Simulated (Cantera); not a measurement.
Feed: 1 mol SiH4, 0.11 mol Cl2, 7.5 mol H2, equilibrated at 677 °C and 13300 Pa.

These are equilibrium values from Cantera (NASA tables, ideal gas, pure condensed phases), not measurements of a reactor. Candidate condensed phases: Si; 19 gas species. The tables' values for SiCl3 are old estimates; treat these amounts as uncertain. Equilibrium is a limit: real reactors are often held back by kinetics, nucleation or transport.

Base state: H2 0.990, HCl 0.00511, SiCl4 0.00259, SiHCl3 0.00230, SiH2Cl2 0.000207, SiCl3 5.59e-5, SiCl2 4.03e-5 (mole fractions); condensed: Si(s).

Q: What changes in the equilibrium state with this change: H2 from 7.5 to 76 mol?

A: 
| species | before | after |
|---|---|---|
| H2 | 0.990 | 0.998 |
| HCl | 0.00511 | 0.00204 |
| SiHCl3 | 0.00230 | 0.000144 |
| SiCl4 | 0.00259 | 6.42e-5 |
| SiCl3 | 5.59e-5 | 3.50e-6 |
| SiCl2 | 4.03e-5 | 6.35e-6 |
| SiH2Cl2 | 0.000207 | 3.29e-5 |
| Si(s), mol | 0.950 | 0.980 |

Q: What changes in the equilibrium state with this change: temperature from 677 °C to 802 °C?

A: 
```json
[
 {"species": "H2", "before": "0.990", "after": "0.985"},
 {"species": "HCl", "before": "0.00511", "after": "0.0122"},
 {"species": "SiHCl3", "before": "0.00230", "after": "0.00134"},
 {"species": "SiCl4", "before": "0.00259", "after": "0.00134"},
 {"species": "SiCl2", "before": "4.03e-5", "after": "0.000295"},
 {"species": "SiCl3", "before": "5.59e-5", "after": "0.000158"},
 {"species": "SiH2Cl2", "before": "0.000207", "after": "0.000157"},
 {"species": "Si(s), mol", "before": "0.950", "after": "0.968"}
]
```

Q: What changes in the equilibrium state with this change: temperature from 677 °C to 1325 °C?

A: 
| species | before | after |
|---|---|---|
| H2 | 0.990 | 0.978 |
| HCl | 0.00511 | 0.0200 |
| SiCl2 | 4.03e-5 | 0.00141 |
| SiCl4 | 0.00259 | 3.62e-7 |
| H | 1.52e-9 | 0.000144 |
| SiHCl3 | 0.00230 | 2.54e-6 |
| SiH2Cl2 | 0.000207 | 2.97e-6 |
| SiCl3 | 5.59e-5 | 1.44e-5 |
| Si(s), mol | 0.950 | 0.986 |
